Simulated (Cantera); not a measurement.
Standard-state values (1 bar) from the NASA 1993 polynomials, evaluated with Cantera. Values are per mole of reaction as written; species without (g) are pure solids or liquids, kept so even where they would boil at 1 bar. VN: taken at fixed stoichiometry.

6 H2O(g) + 2 NO(g) + V2O4 ⇌ 12 OH(g) + 2 VN

```tsv
T (K)	ΔH° (kJ)	ΔS° (J/K)	ΔG° (kJ)	log10 K
873	2738.9	627.0	2191.6	-131.13
898	2739.0	627.1	2175.9	-126.57
923	[?]	[?]	[?]	[?]
948	2739.2	627.2	2144.6	-118.16
973	[?]	[?]	[?]	[?]
998	2739.2	627.2	2113.2	-110.60
1023	2739.1	627.2	2097.5	-107.10
1048	2739.1	627.1	2081.8	-103.76
1073	2739.0	627.1	2066.2	-100.58
```

Q: Fill in the missing entries.

A: 
- 923, ΔH° (kJ): 2739.1
- 923, ΔS° (J/K): 627.2
- 923, ΔG° (kJ): 2160.2
- 923, log10 K: -122.25
- 973, ΔH° (kJ): 2739.2
- 973, ΔS° (J/K): 627.2
- 973, ΔG° (kJ): 2128.9
- 973, log10 K: -114.28
